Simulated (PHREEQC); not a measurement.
Consider water at 25 °C with 0.17 mol H2SO4, 0.0075 mol MgSO4 and 0.016 mol KBr per kg of water. Closed to the air; pH follows from the charge balance.

Computed with PHREEQC (ion-association model, wateq4f.dat).

Problem. The ionic strength comes out as 0.249 mol/kgw. What activity coefficients do H+, SO4-2, Mg+2, KSO4-, HSO4- get?

Solution. H+ 0.79, SO4-2 0.27, Mg+2 0.33, KSO4- 0.73, HSO4- 0.71.

No solid was allowed to form. Complexes and solids missing from the database can't appear.
